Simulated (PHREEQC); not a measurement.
A PHREEQC speciation (ion-association model, phreeqc.dat) at 25 °C gives pH 1.70 and these molalities:

| species | mol/kgw |
|---|---|
| H+ | 0.0236 |
| HSO4- | 0.0124 |
| SO4-2 | 0.0114 |
| Mg+2 | 0.00507 |
| MgSO4 | 0.00293 |
| Fe+2 | 0.000730 |
| FeSO4 | 0.000318 |
| FeHSO4+ | 5.18e-5 |

**Question.** What are the element totals, and what could have been dissolved in 1 kg of water to give them?

**Answer.** Several could match; the one computed here: totals Fe(2) 0.00110, Mg 0.00800, S(6) 0.0271 mol/kgw, from 0.018 mol H2SO4, 0.0011 mol FeSO4 and 0.008 mol MgSO4 per kg of water.

Precipitation was switched off in this run. Complexes and solids missing from the database can't appear.
